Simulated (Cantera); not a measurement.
A freely propagating, adiabatic, planar premixed flame of 36.3 % H₂, 16.5 % O₂, 47.2 % N₂, equivalence ratio 1.1, unburnt at 450 K and 1800 Torr; mixture-averaged transport, grid criteria slope 0.08 and curve 0.16, no radiation.

Computed with Cantera and the H2/O2 subset of GRI-Mech 3.0, which has no nitrogen chemistry. The hydrogen kinetics of GRI-Mech 3.0 are dated; newer H2 mechanisms differ, most at raised pressure. Burning velocities carry a grid error of a few per cent, more on coarse grids.

x: mole fraction of selected species; z is measured from the peak of heat release.

| z (mm) | T (K) | u (m/s) | x H₂ | x O₂ | x HO₂ | x OH | x H₂O₂ | x O |
|---|---|---|---|---|---|---|---|---|
| -0.372 | 450 | 6.40 | 0.363 | 0.165 | <1e-8 | <1e-8 | <1e-8 | <1e-8 |
| -0.248 | 450 | 6.40 | 0.363 | 0.165 | <1e-8 | <1e-8 | <1e-8 | <1e-8 |
| -0.186 | 450 | 6.40 | 0.363 | 0.165 | <1e-8 | <1e-8 | <1e-8 | <1e-8 |
| -0.124 | 450 | 6.40 | 0.363 | 0.165 | (withheld) | <1e-8 | <1e-8 | <1e-8 |
| -0.0619 | 467 | 6.58 | 0.357 | 0.166 | 0.000168 | 1.42e-5 | 5.25e-6 | 2.75e-6 |
| -0.0310 | 763 | 10.4 | 0.314 | 0.162 | 0.000643 | 0.00149 | 9.04e-5 | 0.000309 |
| 0 | (withheld) | 17.0 | (withheld) | (withheld) | (withheld) | (withheld) | (withheld) | (withheld) |
| 0.0310 | 1669 | 21.5 | 0.109 | 0.0575 | 0.000101 | 0.0125 | 4.42e-6 | 0.0111 |
| 0.0619 | 1853 | 23.7 | 0.0778 | 0.0314 | 4.92e-5 | 0.0182 | 2.54e-6 | 0.0125 |
| 0.124 | 2040 | 25.8 | 0.0699 | 0.0213 | 2.75e-5 | 0.0220 | 1.42e-6 | 0.0111 |
| 0.248 | 2224 | 27.7 | 0.0673 | 0.0167 | 1.70e-5 | 0.0232 | 8.77e-7 | 0.00832 |
| 0.496 | 2393 | 29.5 | 0.0627 | 0.0125 | 1.02e-5 | 0.0222 | 6.29e-7 | 0.00556 |
| 0.991 | 2534 | 30.9 | 0.0569 | 0.00880 | 6.22e-6 | 0.0197 | 5.06e-7 | 0.00342 |

Q: Some entries are withheld; supply them.

A: 
- -0.124, x HO₂: 8.75e-8
- 0, T (K): 1302
- 0, x H₂: 0.206
- 0, x O₂: 0.121
- 0, x HO₂: 0.000244
- 0, x OH: 0.00448
- 0, x H₂O₂: 1.94e-5
- 0, x O: 0.00494
